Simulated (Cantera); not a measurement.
A Cantera script and its output.

```python
import numpy as np
import cantera as ct

surf = ct.Interface("ptcombust.yaml", "Pt_surf")
gas = surf.adjacent["gas"]
gas.TPX = 900, 63000, {'H2': 0.005, 'O2': 0.022, 'N2': 0.79}
surf.TP = 900, 63000
reactor = ct.FlowReactor(gas, clone=False)
reactor.area = 0.0001  # m2
reactor.surface_area_to_volume_ratio = 230  # 1/m
reactor.mass_flow_rate = 4.6 * reactor.area * gas.density  # inlet velocity 4.6 m/s
reactor.energy_enabled = False
wall = ct.ReactorSurface(surf, reactor, clone=False)
net = ct.ReactorNet([reactor])
net.rtol, net.atol = 1e-8, 1e-16
show, cover = ['H2', 'O2', 'H2O'], ['PT(S)', 'H(S)', 'O(S)', 'OH(S)', 'CO(S)', 'C(S)']

rows = []
print(f"{'z/m':>9s}{'u/(m/s)':>9s}" + "".join(f"{s:>13s}" for s in show + cover))
for z in [0.00012, 0.00025, 0.00054, 0.0012, 0.0025, 0.0054, 0.012]:
    net.advance(z)
    rows.append([reactor.speed, *gas[show].X, *surf[cover].coverages])
    print(f"{z:9.4g}{rows[-1][0]:9.3g}" + "".join(f"{x:13.4e}" for x in rows[-1][1:]))
```

It prints:

```
      z/m  u/(m/s)           H2           O2          H2O        PT(S)         H(S)         O(S)        OH(S)        CO(S)         C(S)
  0.00012      4.6   5.5529e-03   2.6651e-02   5.6880e-04   4.3102e-01   3.5145e-07   5.6732e-01   1.6598e-03  -6.2208e-29  -4.5706e-31
  0.00025      4.6   5.0389e-03   2.6400e-02   1.0844e-03   3.9764e-01   3.0189e-07   6.0070e-01   1.6547e-03   1.9957e-29  -7.5922e-31
  0.00054      4.6   4.1550e-03   2.5969e-02   1.9709e-03   3.4224e-01   2.3175e-07   6.5612e-01   1.6440e-03   8.0441e-28  -8.3915e-29
   0.0012     4.59   2.8937e-03   2.5353e-02   3.2362e-03   2.7314e-01   1.6023e-07   7.2524e-01   1.6203e-03   4.2446e-28   1.6453e-30
   0.0025     4.59   1.6347e-03   2.4739e-02   4.4991e-03   2.2153e-01   1.1581e-07   7.7687e-01   1.5948e-03   1.4309e-29  -1.0078e-30
   0.0054     4.59   5.6495e-04   2.4217e-02   5.5720e-03   1.9027e-01   9.2067e-08   8.0815e-01   1.5787e-03  -3.5126e-25  -1.3134e-27
    0.012     4.59   6.3623e-05   2.3972e-02   6.0749e-03   1.7863e-01   8.3782e-08   8.1979e-01   1.5733e-03  -7.3724e-29  -2.8005e-31
```

Model: Deutschmann's 1995 Pt surface mechanism with GRI-Mech 3.0 gas chemistry, integrated in Cantera. Catalytic surfaces can have several steady states; this one follows from the mechanism file's or the stated starting coverage. Mass transfer to the wall is taken as infinitely fast.
